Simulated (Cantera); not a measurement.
## Premixed flame

A freely propagating, adiabatic, planar premixed flame of 4.08 % C₃H₈, 20.1 % O₂, 75.8 % N₂, equivalence ratio 1.0, unburnt at 625 K and 1.00 bar; mixture-averaged transport, grid criteria slope 0.08 and curve 0.16, no radiation.

Cantera simulation using GRI-Mech 3.0 (53 species, 325 reactions); the numbers are that mechanism's predictions, not measurements. GRI-Mech 3.0 was tuned for natural gas; its chemistry of propane as a main component is partial and can be far from experiment. Burning velocities carry a grid error of a few per cent, more on coarse grids.

```csv
z (mm),T (K),u (m/s),x C₃H₈,x O₂,x NO₂,x OH,x NO,x CH₂O
-0.784,625,1.73,0.0407,0.201,<1e-8,<1e-8,<1e-8,1.47e-7
-0.523,626,1.74,0.0407,0.201,<1e-8,<1e-8,<1e-8,3.20e-6
-0.392,630,1.75,0.0406,0.200,<1e-8,1.10e-8,1.36e-8,1.76e-5
-0.261,659,1.85,0.0401,0.196,1.65e-8,5.62e-7,9.97e-8,0.000148
-0.131,940,2.70,0.0316,0.167,4.62e-8,3.41e-5,1.24e-6,0.00130
-0.0654,1333,3.96,0.0123,0.125,2.93e-8,0.000444,3.48e-6,0.00197
0,1736,5.29,0.000519,0.0766,<1e-8,0.00280,8.14e-6,0.000949
0.0654,1922,5.88,9.82e-7,0.0467,<1e-8,0.00687,1.51e-5,0.000148
0.131,1974,6.02,<1e-8,0.0341,<1e-8,0.00941,2.07e-5,1.19e-5
0.261,2021,6.13,<1e-8,0.0265,<1e-8,0.0108,2.67e-5,4.88e-8
0.523,2082,6.27,<1e-8,0.0227,<1e-8,0.0111,3.45e-5,<1e-8
1.05,2158,6.47,<1e-8,0.0200,<1e-8,0.0108,4.84e-5,<1e-8
2.09,2244,6.68,<1e-8,0.0171,1.04e-8,0.00993,7.53e-5,<1e-8
```
x: mole fraction of selected species; z is measured from the peak of heat release.

```json
{
  "laminar_burning_velocity": "173 cm/s",
  "thermal_thickness": "0.261 mm",
  "peak x(OH)": "0.0111",
  "peak x(CH₂O)": "0.00197",
  "grid_points": "146"
}
```
